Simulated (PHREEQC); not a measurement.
## Buffer (model solution)

Make-up at 67 °C: 0.0013 mol NaHCO3, 0.16 mol KOH and 0.069 mol KCl per kg of water. Closed to the air; pH follows from the charge balance.

Computed with PHREEQC (ion-association model, wateq4f.dat).

No solid was allowed to form.

Problem. Predict the pH, activity of water.

Solution. pH 11.91; activity of water 0.992.

Problem. In which forms is Na present?

Solution. Na+ 96 %, NaCO3- 3.8 % of the Na.

Away from 25 °C the constants follow the database's enthalpies or fits; those with neither stay at their 25 °C values.
